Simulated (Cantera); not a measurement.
A freely propagating, adiabatic, planar premixed flame of 45.7 % H₂, 11.4 % O₂, 42.9 % N₂, unburnt at 548 K and 101000 Pa; mixture-averaged transport, grid criteria slope 0.08 and curve 0.16, no radiation.

Computed with Cantera and the H2/O2 subset of GRI-Mech 3.0, which has no nitrogen chemistry. Burning velocities carry a grid error of a few per cent, more on coarse grids.

Predict: laminar burning velocity; thermal thickness; peak x(H₂O₂); peak x(OH); peak x(HO₂).


- laminar burning velocity: 773 cm/s
- thermal thickness: 0.429 mm
- peak x(H₂O₂): 1.44e-5
- peak x(OH): 0.00497
- peak x(HO₂): 0.000297
